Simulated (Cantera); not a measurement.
What does this Cantera script print?

```python
import numpy as np
import cantera as ct

gas = ct.Solution("h2o2.yaml")
gas.TPX = 523, 101325, {'H2': 1, 'O2': 0.943, 'N2': 3.55}
flame = ct.FreeFlame(gas, width=0.04)
flame.set_refine_criteria(ratio=3, slope=0.08, curve=0.16)
flame.transport_model = "mixture-averaged"
flame.solve(loglevel=0, auto=True)
z, T = flame.grid, flame.T
thick = (T[-1] - T[0]) / np.gradient(T, z).max()
show = ['H2', 'O2', 'H', 'O', 'HO2', 'H2O']
print(f"laminar burning velocity  {flame.velocity[0] * 100:.3f} cm/s")
print(f"burnt temperature         {T[-1]:.1f} K")
print(f"thermal thickness         {thick * 1e3:.4f} mm")
print(f"grid points               {len(z)}")
z0 = z[flame.heat_release_rate.argmax()]
print(f"{'z/mm':>9s}{'T/K':>9s}{'u/(m/s)':>9s}" + "".join(f"{s:>11s}" for s in show))
rows = []
for k in (-3, -2, -1.5, -1, -0.5, -0.25, 0, 0.25, 0.5, 1, 2, 4, 8):
    zz = z0 + k * thick
    rows.append([k * thick, np.interp(zz, z, T), np.interp(zz, z, flame.velocity),
                 *(np.interp(zz, z, flame.X[gas.species_index(s)]) for s in show)])
    print(f"{rows[-1][0] * 1e3:9.3f}{rows[-1][1]:9.1f}{rows[-1][2]:9.3f}" + "".join(f"{x:11.3e}" for x in rows[-1][3:]))
```

Output:

```
laminar burning velocity  230.532 cm/s
burnt temperature         1869.7 K
thermal thickness         0.3978 mm
grid points               111
     z/mm      T/K  u/(m/s)         H2         O2          H          O        HO2        H2O
   -1.193    523.0    2.305  1.820e-01  1.717e-01  5.910e-14  3.272e-12  4.806e-10  1.363e-08
   -0.796    523.0    2.304  1.817e-01  1.717e-01  3.450e-12  1.878e-10  1.756e-08  3.868e-07
   -0.597    523.1    2.303  1.809e-01  1.719e-01  4.027e-11  2.111e-09  1.744e-07  3.232e-06
   -0.398    524.9    2.300  1.766e-01  1.728e-01  9.409e-09  6.860e-08  6.114e-06  7.847e-05
   -0.199    598.9    2.555  1.496e-01  1.752e-01  9.223e-05  1.485e-05  3.029e-04  6.407e-03
   -0.099    846.0    3.519  1.096e-01  1.667e-01  2.053e-03  3.640e-04  2.179e-04  3.676e-02
    0.000   1171.9    4.798  5.864e-02  1.385e-01  8.141e-03  3.085e-03  1.170e-04  9.602e-02
    0.099   1406.1    5.731  2.369e-02  1.085e-01  1.136e-02  6.885e-03  7.216e-05  1.463e-01
    0.199   1538.6    6.254  1.132e-02  9.562e-02  9.724e-03  7.964e-03  5.170e-05  1.675e-01
    0.398   1668.8    6.752  6.126e-03  9.039e-02  5.445e-03  6.314e-03  3.417e-05  1.795e-01
    0.796   1767.9    7.118  3.430e-03  8.935e-02  2.070e-03  3.544e-03  1.968e-05  1.869e-01
    1.591   1826.3    7.329  1.497e-03  8.949e-02  5.559e-04  1.525e-03  9.276e-06  1.919e-01
    3.182   1854.0    7.427  5.210e-04  8.996e-02  1.111e-04  5.310e-04  3.746e-06  1.946e-01
```

Cantera simulation using the H2/O2 subset of GRI-Mech 3.0, which has no nitrogen chemistry; the numbers are that mechanism's predictions, not measurements. Burning velocities carry a grid error of a few per cent, more on coarse grids. Lean hydrogen flames are cellular in practice and burn faster than this planar one.
